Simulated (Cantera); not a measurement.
Charge: 1 mol TiO2, 0.61 mol CO, 5.1 mol H2, at 0.100 bar.

Equilibrium computed with Cantera from the NASA thermochemical tables; the gas is ideal and each condensed phase is pure. Candidate condensed phases: C, C6H6, C7H8, C8H18, H2O, Ti, TiC, TiO, TiO2, Ti2O3, Ti3O5, Ti4O7; 113 gas species. Mutual solubility and eutectic melting of coexisting phases are not modelled. Condensed phases not in the tables: Magnéli phases beyond Ti4O7. Equilibrium is a limit: real reactors are often held back by kinetics, nucleation or transport. All values below are at 1602 °C.

Base state: H2 0.837, CO 0.105, H2O 0.0541, H 0.00190, CO2 0.00165 (mole fractions); condensed: Ti3O5(s) + Ti4O7(s).

### Question
What changes in the equilibrium state with this change: pressure from 0.100 bar to 10.0 mbar?

### Answer
```csv
species,before,after
H2,0.837,0.834
CO,0.105,0.105
H2O,0.0541,0.0539
H,0.00190,0.00598
OH,9.56e-6,3.02e-5
CO2,0.00165,0.00165
"Ti3O5(s), mol",0.276,0.273
"Ti4O7(s), mol",0.0432,0.0449
```
